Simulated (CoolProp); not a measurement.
Aqueous magnesium chloride as a coolant, at 4 °C, 1 atm.

Model: Melinder's fits for secondary coolants, in CoolProp.

```json
[
 {"mass %": "1.3", "freezing point (°C)": "-0.8", "cp (kJ/(kg K))": "4.116", "density (kg/m³)": "1011", "conductivity (W/(m K))": "0.567", "viscosity (mPa s)": "1.71"},
 {"mass %": "4.5", "freezing point (°C)": "-2.6", "cp (kJ/(kg K))": "3.909", "density (kg/m³)": "1039", "conductivity (W/(m K))": "0.561", "viscosity (mPa s)": "1.89"},
 {"mass %": "7.6", "freezing point (°C)": "-5.3", "cp (kJ/(kg K))": "3.720", "density (kg/m³)": "1067", "conductivity (W/(m K))": "0.554", "viscosity (mPa s)": "2.12"},
 {"mass %": "10.8", "freezing point (°C)": "-9.4", "cp (kJ/(kg K))": "3.535", "density (kg/m³)": "1095", "conductivity (W/(m K))": "0.546", "viscosity (mPa s)": "2.55"},
 {"mass %": "13.9", "freezing point (°C)": "-14.7", "cp (kJ/(kg K))": "3.365", "density (kg/m³)": "1123", "conductivity (W/(m K))": "0.537", "viscosity (mPa s)": "3.04"},
 {"mass %": "17", "freezing point (°C)": "-21.0", "cp (kJ/(kg K))": "3.207", "density (kg/m³)": "1152", "conductivity (W/(m K))": "0.529", "viscosity (mPa s)": "3.49"},
 {"mass %": "20.2", "freezing point (°C)": "-29.3", "cp (kJ/(kg K))": "3.057", "density (kg/m³)": "1183", "conductivity (W/(m K))": "0.520", "viscosity (mPa s)": "4.43"},
 {"mass %": "23.3", "freezing point (°C)": "-41.0", "cp (kJ/(kg K))": "2.922", "density (kg/m³)": "1217", "conductivity (W/(m K))": "0.508", "viscosity (mPa s)": "9.36"}
]
```
